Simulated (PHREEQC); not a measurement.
Dissolve 0.081 mol/kgw FeCl3, 0.00016 mol/kgw CaCl2, 0.22 mol/kgw HCl and 0.00037 mol/kgw Na2SO4 at 25 °C. Closed to the air; pH follows from the charge balance.

The numbers come from PHREEQC with the ion-association model, wateq4f.dat.

No solid was allowed to form.

Problem. Predict the pH, activity of water, ionic strength.

Solution. pH 0.77; activity of water 0.988; ionic strength 0.478 mol/kgw.

Problem. In which forms is S present?

Solution. FeHSO4+2 32 %, HSO4- 32 %, FeSO4+ 30 %, SO4-2 6.2 % of the S.

Saturation is exceeded, for instance for Hematite (slow to form), Goethite (slow to form); the values hold only as long as no solid forms. Species that the database lacks are ignored.
